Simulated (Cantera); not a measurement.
A closed system holds: 1 mol c-C₄F₈, 0.34 mol HCl, held at 3148.15 K and 0.00133 bar.

These are equilibrium values from Cantera (NASA tables, ideal gas, pure condensed phases), not measurements of a reactor. Candidate condensed phases: C, C₆H₆, C₇H₈, C₈H₁₈; 118 gas species. The feed counts by its element totals alone. Rates play no part.

Base state: F 0.721, C₃ 0.0811, C 0.0620, CF 0.0475, Cl 0.0337, HF 0.0225, C₂ 0.0199, H 0.0111 (mole fractions); condensed: gas only.

Question: What changes in the equilibrium state with this change: c-C₄F₈ replaced by CH₃F?

Answer: 
```tsv
species	before	after
H	0.0111	0.585
HF	0.0225	0.135
F	0.721	0.0819
CF	0.0475	0.00444
Cl	0.0337	0.0737
C₃	0.0811	0.0449
C₂	0.0199	0.0134
C	0.0620	0.0509
H₂	2.78e-6	0.00769
C₂H₂ (acetylene)	4.71e-8	8.80e-5
HCl	1.24e-5	0.00143
CF₂	0.000888	9.43e-6
CH	1.34e-6	5.80e-5
```

Question: What changes in the equilibrium state with this change: HCl from 0.34 to 0.013 mol?

Answer: 
```csv
species,before,after
F,0.721,0.775
C₃,0.0811,0.0850
C,0.0620,0.0629
Cl,0.0337,0.00135
HF,0.0225,0.000923
H,0.0111,0.000424
CF,0.0475,0.0519
C₂,0.0199,0.0206
HCl,1.24e-5,1.90e-8
C₂H,3.97e-5,1.56e-6
CF₂,0.000888,0.00104
C₅,0.000412,0.000446
C₄,0.000175,0.000186
```

Question: What changes in the equilibrium state with this change: HCl from 0.34 to 0.033 mol?

Answer: 
```tsv
species	before	after
F	0.721	0.772
C₃	0.0811	0.0848
C	0.0620	0.0629
Cl	0.0337	0.00341
HF	0.0225	0.00233
H	0.0111	0.00108
CF	0.0475	0.0516
C₂	0.0199	0.0205
HCl	1.24e-5	1.22e-7
C₂H	3.97e-5	3.96e-6
CF₂	0.000888	0.00103
C₅	0.000412	0.000444
C₄	0.000175	0.000186
```
